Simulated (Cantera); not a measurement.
Feed: 1 mol Fe₂O₃, 15 mol HCl, 6.4 mol O₂, equilibrated at 775 °C and 1500 Pa.

Method: chemical equilibrium by Gibbs-energy minimisation in Cantera with the NASA 1993 tables (ideal gas, pure condensed phases). Candidate condensed phases: Fe, FeCl₂, FeCl₃, FeO, Fe(OH)₂, Fe(OH)₃, Fe₂O₃, Fe₃O₄, H₂O; 22 gas species. Kinetics and transport are ignored.

Base state: HCl 0.578, O₂ 0.274, H₂O 0.0738, Cl₂ 0.0710, Cl 0.00168, FeCl₃ 0.00113, FeCl₂ 0.000226 (mole fractions); condensed: Fe₂O₃(s).

### Question
What changes in the equilibrium state with this change: pressure from 1500 Pa to 7700 Pa?

### Answer
```
species          before     after
-------------  --------  --------
HCl               0.578     0.534
O₂                0.274     0.264
H₂O              0.0738     0.101
Cl₂              0.0710    0.0985
FeCl₃           0.00113   0.00125
FeCl₂          0.000226   9.42e-5
HOCl            6.67e-6   1.37e-5
Cl              0.00168  0.000872
Fe₂O₃(s), mol     0.986     0.986
```
